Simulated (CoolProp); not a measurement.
A single-stage vapour-compression cycle with R141b: evaporating at 266.15 K (dew point), condensing at 318.15 K (bubble point), superheat 2 K, subcooling 8 K, compressor efficiency 0.7, no pressure losses. Each further row changes one setting.

Computed with CoolProp (reference Helmholtz-energy equation of state, Lemmon 2006). It is a short technical equation, of lower accuracy than the large ones.

```json
[
 {"case": "as stated", "cooling COP": "3.19", "pressure ratio": "7.73", "discharge temperature (K)": "349.2", "refrigerating effect (kJ/kg)": "192", "volumetric capacity (kJ/m³)": "206"},
 {"case": "evaporating temperature 271.15 K", "cooling COP": "3.66", "pressure ratio": "6.10", "discharge temperature (K)": "345.2", "refrigerating effect (kJ/kg)": "195", "volumetric capacity (kJ/m³)": "262"},
 {"case": "condensing temperature 313.15 K", "cooling COP": "3.59", "pressure ratio": "6.57", "discharge temperature (K)": "342.6", "refrigerating effect (kJ/kg)": "198", "volumetric capacity (kJ/m³)": "212"},
 {"case": "subcooling 13 K", "cooling COP": "3.29", "pressure ratio": "7.73", "discharge temperature (K)": "349.2", "refrigerating effect (kJ/kg)": "198", "volumetric capacity (kJ/m³)": "212"},
 {"case": "superheat 12 K", "cooling COP": "3.19", "pressure ratio": "7.73", "discharge temperature (K)": "360.4", "refrigerating effect (kJ/kg)": "199", "volumetric capacity (kJ/m³)": "206"},
 {"case": "compressor efficiency 0.6", "cooling COP": "2.73", "pressure ratio": "7.73", "discharge temperature (K)": "360.9", "refrigerating effect (kJ/kg)": "192", "volumetric capacity (kJ/m³)": "206"}
]
```
